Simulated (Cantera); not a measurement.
Cantera run:

```python
import numpy as np
import cantera as ct

gas_names = """
    N NH3 HCN
""".split()
cond_names = """
    C(gr)
""".split()


# ... load() reads the species with a 1 bar reference pressure and builds the phases ...
species = {s.name: s for s in load("nasa_gas.yaml", gas_names) + load("nasa_condensed.yaml", cond_names)}
# Each term lists the table entries of one substance; the one whose range holds T is used.
reactions = {
    '2 N(g) + 3 C + NH3(g) = 3 HCN(g)':
        [(-2, ['N']), (-3, ['C(gr)']), (-1, ['NH3']), (3, ['HCN'])],
}


def pick(names, T):
    return next(species[n] for n in names if species[n].thermo.min_temp <= T <= species[n].thermo.max_temp)


results = []
for label, terms in reactions.items():
    print(label)
    print("     T/K   dH/kJ  dS/(J/K)   dG/kJ   log10 K")
    for T in [300, 1675, 1725, 1775, 1825, 1875, 1925]:
        used = [(nu, pick(names, T)) for nu, names in terms]
        dH = sum(nu * s.thermo.h(T) for nu, s in used) / 1e6
        dS = sum(nu * s.thermo.s(T) for nu, s in used) / 1e3
        dG = dH - T * dS / 1e3
        logK = -dG * 1e6 / (ct.gas_constant * T * np.log(10))
        results.append((label, T, dH, dS, dG, logK, [s.name for _, s in used]))
        print(f"{T:8g} {dH:8.1f} {dS:8.1f} {dG:8.1f} {logK:8.2f}")
```

Output:

```
2 N(g) + 3 C + NH3(g) = 3 HCN(g)
     T/K   dH/kJ  dS/(J/K)   dG/kJ   log10 K
     300   -494.4     88.9   -521.1    90.73
    1675   -507.1     77.7   -637.3    19.87
    1725   -507.8     77.3   -641.1    19.41
    1775   -508.5     76.9   -645.0    18.98
    1825   -509.2     76.5   -648.8    18.57
    1875   -509.9     76.1   -652.7    18.18
    1925   -510.6     75.8   -656.5    17.81
```

Standard-state values (1 bar) from the NASA 1993 polynomials, evaluated with Cantera. Condensed species are held in their standard states even where they would react or evaporate.
